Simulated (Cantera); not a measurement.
A closed system holds: 1 mol Cu2O, 0.73 mol CO, 2.2 mol CH4, held at 44000 Pa.

Cantera equilibrium calculation (NASA polynomials, part measured and part estimated; ideal gas, pure solids and liquids). Candidate condensed phases: C, C6H6, C7H8, C8H18, Cu, CuO, Cu(OH)2, Cu2O, H2O; 113 gas species. Kinetics and transport are ignored.

x: gas mole fraction; n: condensed amount in mol.

```csv
T (K),x H2,x CO,x Cu,x H2O,x CH4,x CO2,x H,n C(graphite),n Cu(s),n Cu(l)
973,0.687,0.222,1.16e-11,0.0418,0.0267,0.0218,1.35e-9,1.41,2.00,0
1123,0.709,0.276,2.85e-9,0.00569,0.00650,0.00203,5.41e-8,1.21,2.00,0
1273,0.715,0.282,1.87e-7,0.00105,0.00211,0.000251,9.09e-7,1.20,2.00,0
1423,0.717,0.282,(withheld),(withheld),(withheld),(withheld),(withheld),1.20,0,2.00
1573,0.717,0.282,6.03e-5,9.26e-5,0.000415,1.26e-5,5.19e-5,1.20,0,2.00
1723,0.717,0.282,(withheld),(withheld),(withheld),(withheld),(withheld),1.20,0,2.00
1873,0.715,0.281,0.00277,1.78e-5,0.000137,1.71e-6,0.000823,1.20,0,1.98
2023,0.706,0.278,0.0121,9.26e-6,8.77e-5,7.83e-7,0.00241,1.19,0,1.92
2173,0.680,0.269,0.0428,5.02e-6,5.68e-5,3.83e-7,0.00600,1.18,0,1.72
2323,0.611,0.244,0.128,2.56e-6,3.36e-5,1.80e-7,0.0128,1.16,0,1.07
```

### Question
Fill in the missing entries.

### Answer

- 1423, x Cu: 4.75e-6
- 1423, x H2O: 0.000275
- 1423, x CH4: 0.000861
- 1423, x CO2: 4.77e-5
- 1423, x H: 8.48e-6
- 1723, x Cu: 0.000485
- 1723, x H2O: 3.78e-5
- 1723, x CH4: 0.000227
- 1723, x CO2: 4.24e-6
- 1723, x H: 0.000233
